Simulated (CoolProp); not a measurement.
Vapour-liquid equilibrium of dimethyl ether (1) + n-perfluorobutane (2) at 18.45 °C; x and y are mole fractions of (1).

Computed with CoolProp (multi-fluid Helmholtz-energy mixture model, Wu 2011 and Gao 2022; pair parameters Bell 2016).

Task: Give the bubble pressure and the first vapour's composition at x = 0.05, 0.65, 0.8. Is there an azeotrope?

Result: x = 0.05: 286.5 kPa, y = 0.264; x = 0.65: 590.7 kPa, y = 0.725; x = 0.8: 590.0 kPa, y = 0.745. y crosses x between x = 0.65 and 0.8: the model has an azeotrope there.

The pair parameters rest on a limited set of measurements; away from them the model extrapolates. With so large a gap from Raoult's law the liquid may split in two, which this calculation doesn't test in full.
